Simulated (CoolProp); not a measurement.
Properties of hydrogen chloride along the isobar 117 bar (Tc = 324.7 K, pc = 83.14 bar, ω = 0.130).

Model: reference Helmholtz-energy equation of state, Thol 2018, in CoolProp.

| T (K) | phase | speed of sound (m/s) | Joule-Thomson coefficient (K/MPa) | expansivity (1/kK) | fugacity coefficient |
|---|---|---|---|---|---|
| 206.8 | liquid | 1058 | -0.2966 | 2.116 | 0.02628 |
| 227.8 | liquid | 963.9 | -0.2482 | 2.388 | 0.05950 |
| 248.8 | liquid | 864.8 | -0.1718 | 2.781 | 0.1139 |
| 269.8 | liquid | 759.4 | -0.04807 | 3.391 | 0.1920 |
| 290.8 | liquid | 643.9 | 0.1687 | 4.472 | 0.2926 |
| 311.8 | liquid | 509.9 | 0.6205 | 6.985 | 0.4109 |
| 332.8 | supercritical | 337.1 | 2.062 | 19.13 | 0.5361 |
| 353.8 | supercritical | 263.7 | 5.941 | 25.52 | 0.6375 |
| 374.8 | supercritical | 296.4 | 6.247 | 10.64 | 0.7014 |
| 395.8 | supercritical | 319.7 | 5.988 | 6.992 | 0.7491 |
